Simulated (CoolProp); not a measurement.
Saturation properties of fluoroethane (R161).

Computed with CoolProp (reference Helmholtz-energy equation of state, Wu 2012).

```tsv
T (K)	p (MPa)	vapour density (kg/m³)	enthalpy of vaporisation (kJ/kg)	surface tension (mN/m)
265.1	0.3320	7.871	389.9	13.8
274.4	0.4551	10.66	377.2	12.5
283.6	0.6080	14.13	363.7	11.3
292.8	0.7966	18.47	349.0	10.0
302.1	1.028	23.93	332.9	8.76
311.3	1.303	30.62	315.5	7.55
320.5	1.628	38.94	296.5	6.35
329.8	2.014	49.50	275.1	5.17
339	2.458	62.82	251.2	4.02
```

It boils at 235.6 K under 1 atm.

Surface tension comes from a separate correlation (Mulero 2012).
